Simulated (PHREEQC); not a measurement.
Consider water at 10 °C with 0.0016 mol Cu(BF4)2 and 0.00049 mol HBF4 per kg of water. Closed to the air; pH follows from the charge balance.

Model: ion-association model, wateq4f.dat, run in PHREEQC.

Each row changes one thing in this solution. Precipitation was switched off in this run.

```csv
case,pH,ionic strength (mol/kgw),BF4- (mol/kgw),HF (mol/kgw),F- (mol/kgw),H3BO3 (mol/kgw)
as made,2.90,0.00608,0.00241,0.00223,0.00168,0.000876
HBF4 from 0.00049 to 4.9e-05 mol/kgw,2.99,0.00582,0.00199,0.00202,0.00187,0.000875
HBF4 from 0.00049 to 0.000539 mol/kgw,2.90,0.00611,0.00246,0.00225,0.00167,0.000876
diluted 2-fold with water,3.00,0.00344,0.000873,0.00171,0.00156,0.000764
Cu(BF4)2 from 0.0016 to 0.00032 mol/kgw,2.98,0.00206,0.000371,0.00146,0.00126,0.000651
Cu(BF4)2 left out,3.04,0.000931,3.67e-5,0.000875,0.000870,0.000431
Cu(BF4)2 from 0.0016 to 0.008 mol/kgw,2.80,0.0255,0.0140,0.00342,0.00219,0.00106
Cu(BF4)2 from 0.0016 to 0.00144 mol/kgw,2.91,0.00559,0.00214,0.00217,0.00165,0.000861
HBF4 from 0.00049 to 0.0049 mol/kgw,2.36,0.00951,0.00651,0.00375,0.000827,0.00101
```

Species that the database lacks are ignored. At this temperature some constants are extrapolated from 25 °C, and those without enthalpy data are left unchanged. Real BF4- forms and hydrolyses slowly; the run takes it at equilibrium.
